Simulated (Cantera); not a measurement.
A freely propagating, adiabatic, planar premixed flame of CH3OH : O2 : N2 = 1 : 1.07 : 4.03 (molar parts), equivalence ratio 1.4, unburnt at 373 K and 13300 Pa; mixture-averaged transport, grid criteria slope 0.08 and curve 0.16, no radiation.

Model: GRI-Mech 3.0 (53 species, 325 reactions), integrated in Cantera. GRI-Mech 3.0 was tuned for natural gas; its chemistry of methanol as a main component is partial and can be far from experiment. Burning velocities carry a grid error of a few per cent, more on coarse grids.

### Question
How do the results move with these cheaper or finer settings: unity-Lewis-number transport; multicomponent transport; multicomponent+Soret transport; grid criteria slope 0.5, curve 1; grid criteria slope 0.25, curve 0.5; grid criteria slope 0.03, curve 0.06?

### Answer
```
setting                               laminar burning velocity  thermal thickness  peak x(C2H4)  peak x(H)  grid points
------------------------------------  ------------------------  -----------------  ------------  ---------  -----------
as above                                             85.0 cm/s            1.64 mm       7.73e-6     0.0214          147
unity-Lewis-number transport                         45.4 cm/s            2.79 mm       6.37e-6     0.0270          144
multicomponent transport                             84.8 cm/s            1.66 mm       7.78e-6     0.0215          147
multicomponent+Soret transport                       83.7 cm/s            1.66 mm       7.62e-6     0.0214          148
grid criteria slope 0.5, curve 1                     93.9 cm/s            1.82 mm       8.17e-6     0.0228           52
grid criteria slope 0.25, curve 0.5                  89.7 cm/s            1.72 mm       7.89e-6     0.0223           69
grid criteria slope 0.03, curve 0.06                 82.9 cm/s            1.63 mm       7.59e-6     0.0210          330
```
The base run took around 80 core-seconds (rough).
Unity Lewis numbers drop preferential diffusion, which matters most where H2 and H carry the flame; Soret adds thermal diffusion.
